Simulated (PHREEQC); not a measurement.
# Polishing slurry liquid: speciation

Make-up at 20 °C: 0.056 mol/kgw K2CO3 and 8e-06 mol/kgw CO2. Closed to the air; pH follows from the charge balance.

Computed with PHREEQC (ion-association model, phreeqc.dat).

```
Item                          Value
--------------------  -------------
pH                            11.38
ionic strength        0.166 mol/kgw
specific conductance    10700 µS/cm
density                 1.005 g/cm³
total alkalinity         112 meq/kg
```

| species | molality | activity | log γ |
|---|---|---|---|
| K+ | 0.112 | 0.0815 | -0.138 |
| CO3-2 | 0.0537 | 0.0178 | -0.479 |
| HCO3- | 0.00230 | 0.00175 | -0.120 |
| OH- | 0.00229 | 0.00166 | -0.140 |
| CO2 | 1.68e-8 | 1.74e-8 | 0.017 |

No solid was allowed to form.
